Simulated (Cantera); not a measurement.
Cantera run, input and output.

```python
import numpy as np
import cantera as ct

gas = ct.Solution("gri30.yaml")
gas.TPX = 1150, 99000, {'CO': 0.0019, 'O2': 0.0058, 'H2O': 0.074, 'N2': 1}
reactor = ct.IdealGasConstPressureReactor(gas, energy="off", clone=False)
net = ct.ReactorNet([reactor])
net.rtol, net.atol = 1e-08, 1e-18
show = ['CO', 'O2', 'H2O', 'OH', 'NO', 'CO2']
times = np.geomspace(0.0001, 1, 12)

steps = ct.SolutionArray(gas, extra=["t"])
rows = []
print(f"{'t/s':>10s}{'T/K':>9s}{'P/Pa':>11s}" + "".join(f"{s:>11s}" for s in show))
for t in times:
    while net.time < t:
        t_next = net.step()
        steps.append(gas.state, t=t_next)
    rows.append([np.interp(t, steps.t, y) for y in (steps.T, steps.P, *steps(*show).X.T)])
    print(f"{t:10.3e}{rows[-1][0]:9.1f}{rows[-1][1]:11.4g}" + "".join(f"{x:11.3e}" for x in rows[-1][2:]))
rate = np.gradient(steps.T, steps.t)
print("integrator steps:", len(steps.t))
if steps.T.max() > steps.T[0] + 200:
    print(f"time of steepest temperature rise: {steps.t[rate.argmax()]:.4e} s")
gas.TPX = 1150, 99000, {'CO': 0.0019, 'O2': 0.0058, 'H2O': 0.074, 'N2': 1}
gas.equilibrate("TP")
print(f"equilibrium (TP): T = {gas.T:.1f} K  " + "  ".join(f"{s} {gas[s].X[0]:.3e}" for s in show))
```

Result:

```
       t/s      T/K       P/Pa         CO         O2        H2O         OH         NO        CO2
 1.000e-04   1150.0    9.9e+04  1.756e-03  5.362e-03  6.841e-02  1.488e-11  5.741e-21  2.300e-11
 2.310e-04   1150.0    9.9e+04  1.756e-03  5.362e-03  6.841e-02  5.194e-11  2.764e-20  6.987e-11
 5.337e-04   1150.0    9.9e+04  1.756e-03  5.362e-03  6.841e-02  1.823e-10  1.230e-19  2.950e-10
 1.233e-03   1150.0    9.9e+04  1.756e-03  5.362e-03  6.841e-02  8.633e-10  7.271e-19  2.006e-09
 2.848e-03   1150.0    9.9e+04  1.756e-03  5.362e-03  6.841e-02  1.244e-08  1.347e-17  3.731e-08
 6.579e-03   1150.0    9.9e+04  1.745e-03  5.356e-03  6.840e-02  3.418e-06  1.412e-13  1.171e-05
 1.520e-02   1150.0    9.9e+04  6.864e-04  4.876e-03  6.828e-02  4.855e-05  1.308e-09  1.071e-03
 3.511e-02   1150.0    9.9e+04  1.220e-04  4.556e-03  6.843e-02  2.143e-05  2.066e-09  1.636e-03
 8.111e-02   1150.0    9.9e+04  2.126e-05  4.498e-03  6.846e-02  9.719e-06  2.145e-09  1.737e-03
 1.874e-01   1150.0    9.9e+04  3.228e-06  4.488e-03  6.847e-02  4.651e-06  2.180e-09  1.755e-03
 4.329e-01   1150.0    9.9e+04  3.829e-07  4.487e-03  6.847e-02  2.348e-06  2.218e-09  1.758e-03
 1.000e+00   1150.0    9.9e+04  2.933e-08  4.487e-03  6.847e-02  1.292e-06  2.239e-09  1.758e-03
integrator steps: 1003
equilibrium (TP): T = 1150.0 K  CO 1.357e-10  O2 4.477e-03  H2O 6.847e-02  OH 4.685e-07  NO 2.089e-05  CO2 1.758e-03
```

Model: GRI-Mech 3.0 (53 species, 325 reactions), integrated in Cantera.
